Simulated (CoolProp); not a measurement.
Values from CoolProp's reference Helmholtz-energy equation of state, Lemmon 2006. It is a short technical equation, of lower accuracy than the large ones.

Task: Give the vapour pressure (MPa), liquid density (kg/m³), vapour Z of saturated acetone at 204.65 °C.

Result: 
```json
[
 {"T (°C)": "204.65", "p (MPa)": "2.97", "liquid density (kg/m³)": "503", "vapour Z": "0.560"}
]
```
